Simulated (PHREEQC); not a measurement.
**Buffer (model solution)**

Dissolve 0.0067 mol/kgw NaHCO3 and 0.00019 mol/kgw NaF at 20 °C. Closed to the air; pH follows from the charge balance.

Model: ion-association model, wateq4f.dat, run in PHREEQC.

Each row changes one thing in this solution. No solid was allowed to form.

```tsv
case	pH	ionic strength (mol/kgw)	CO2 (mol/kgw)	CO3-2 (mol/kgw)	NaHCO3 (mol/kgw)	NaCO3- (mol/kgw)	SI of Nahcolite (NaHCO3)	SI of Natron (Na2CO3:10H2O)
as made	8.29	0.00693	7.47e-5	6.85e-5	2.12e-5	4.82e-6	-3.83	-7.21
NaHCO3 from 0.0067 to 0.00067 mol/kgw	___	0.000866	7.60e-6	6.13e-6	2.97e-7	6.66e-8	-5.68	___
NaHCO3 from 0.0067 to 0.00603 mol/kgw	8.29	0.00626	6.69e-5	6.15e-5	1.74e-5	3.97e-6	-3.91	-7.33
diluted 10-fold with water	8.31	0.000695	7.58e-6	6.11e-6	2.39e-7	5.39e-8	-5.78	___
0.001 mol/kgw KNO3 added	___	0.00793	7.50e-5	6.89e-5	2.10e-5	4.75e-6	-3.83	-7.22
NaF from 0.00019 to 1.9e-05 mol/kgw	8.29	0.00676	7.46e-5	6.85e-5	2.07e-5	4.72e-6	-3.84	-7.23
NaF left out	8.29	0.00674	7.46e-5	6.85e-5	2.07e-5	4.71e-6	-3.84	-7.23
NaF from 0.00019 to 0.000285 mol/kgw	8.29	0.00703	7.48e-5	6.85e-5	2.15e-5	4.88e-6	-3.82	-7.20
```

### Question
Fill in the missing entries.

### Answer

- NaHCO3 from 0.0067 to 0.00067 mol/kgw, pH: 8.30
- NaHCO3 from 0.0067 to 0.00067 mol/kgw, SI of Natron (Na2CO3:10H2O): -9.92
- diluted 10-fold with water, SI of Natron (Na2CO3:10H2O): -10.11
- 0.001 mol/kgw KNO3 added, pH: 8.28
